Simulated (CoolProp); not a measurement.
A closed Brayton cycle with dry air: compressor inlet 323.15 K and 2.5 MPa, high pressure 6.58 MPa, turbine inlet 830 K, compressor efficiency 0.8, turbine efficiency 0.85, recuperator effectiveness 0.9 (on enthalpy, no pinch check). Each further row changes one setting.

Model: reference Helmholtz-energy equation of state, Lemmon 2000, in CoolProp. It is a pseudo-pure fit of the blend.

```tsv
case	thermal efficiency (%)	net work (kJ/kg)	compressor to turbine work	compressor exit (K)	turbine exit (K)
as stated	22.5	45.2	0.74	451.8	670.6
turbine inlet 780 K	18.5	[?]	0.79	451.8	[?]
compressor inlet 333.15 K	20.6	[?]	0.77	465.5	670.6
high pressure 5.59 MPa	24.1	43.3	0.71	427.6	695.0
recuperator effectiveness 0.5	15.4	45.2	0.74	451.8	670.6
```

Some entries are withheld; supply them.


- turbine inlet 780 K, net work (kJ/kg): 34.4
- turbine inlet 780 K, turbine exit (K): 628.8
- compressor inlet 333.15 K, net work (kJ/kg): 41.0
